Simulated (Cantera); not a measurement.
Input (Python, Cantera) and output of one run.

```python
import numpy as np
import cantera as ct

gas_names = [...]  # 151 gases of nasa_gas.yaml made of C, H, N, O, Si
cond_names = """
    C(gr) C6H6(L) C7H8(L) C8H18(L),n-octa H2O(s) H2O(L) Si(cr) Si(L) SiC(b) SiO2(Lqz) SiO2(hqz) SiO2(L)
    Si2N2O(s) Si3N4(a)
""".split()


# ... load() reads the species with a 1 bar reference pressure and builds the phases ...
atoms = {
    'SiO2': {'Si': 1, 'O': 2},
    'CH4': {'C': 1, 'H': 4},
    'N2': {'N': 2},
}
top_T = {'C(gr)': 4500, 'SiC(b)': 3050, 'Si2N2O(s)': 2100, 'Si3N4(a)': 2400}  # K; cautious upper limits of use, not melting points


# ... equilibrate(T, P, feed) seeds the gas with the atoms and calls Mixture.equilibrate('TP', solver="vcs", rtol=1e-11, max_steps=5000) ...
results = []
feed = {'SiO2': 1, 'CH4': 1.7, 'N2': 2.1}  # mol
P = 3500  # Pa
for T in [1550, 1650, 1750, 1850, 1950, 2050, 2150, 2250, 2350, 2450, 2550]:
    mix = equilibrate(T, P, feed)
    results.append((T, P, feed, dict(zip(mix.species_names, mix.species_moles))))

top = {s: max(r[3][s] / sum(r[3][g] for g in gas_names) for r in results) for s in gas_names}
cols = sorted((s for s in top if top[s] > 1e-05), key=lambda s: -top[s])[:5]
seen = [c for c in cond_names if any(r[3].get(c, 0) > 1e-12 for r in results)]
print("log10 of partial pressures in bar; condensed amounts in mol")
print(f"{'T/K':>10s}" + "".join(f"{s[:9]:>10s}" for s in cols + seen))
for T, P, feed, n in results:
    ng = sum(n[g] for g in gas_names)
    print(f"{T:10.4g}" + "".join(f"{np.log10(max(n[s] / ng * P / 1e5, 1e-99)):10.3f}" for s in cols)
          + "".join(f"{n.get(c, 0):10.4g}" for c in seen))
```

Result:

```
log10 of partial pressures in bar; condensed amounts in mol
       T/K        H2        N2        CO         H       SiO     C(gr)    SiC(b) Si2N2O(s)
      1550    -1.738    -2.065    -2.093    -5.371    -5.028    0.1971         0    0.4991
      1650    -1.748    -2.055    -2.086    -4.916    -4.067         0    0.1361    0.4238
      1750    -1.759    -2.045    -2.109    -4.513    -3.137         0    0.1789    0.3394
      1850    -1.801    -2.009    -2.201    -4.169    -2.518         0    0.3485         0
      1950    -1.803    -2.010    -2.202    -3.842    -2.518         0    0.3466         0
      2050    -1.806    -2.012    -2.203    -3.547    -2.521         0    0.3415         0
      2150    -1.813    -2.015    -2.202    -3.281    -2.530         0    0.3264         0
      2250    -1.825    -2.022    -2.199    -3.042    -2.558         0    0.2824         0
      2350    -1.849    -2.037    -2.187    -2.829    -2.635         0    0.1664         0
      2450    -1.885    -2.058    -2.172    -2.639    -2.772         0         0         0
      2550    -1.916    -2.068    -2.171    -2.464    -2.832         0         0         0
```

Equilibrium computed with Cantera from the NASA thermochemical tables; the gas is ideal and each condensed phase is pure. Mutual solubility and eutectic melting of coexisting phases are not modelled. The tables' values for SiN are old estimates; treat these amounts as uncertain. Gases not in the tables: Si2H6 and higher silanes.
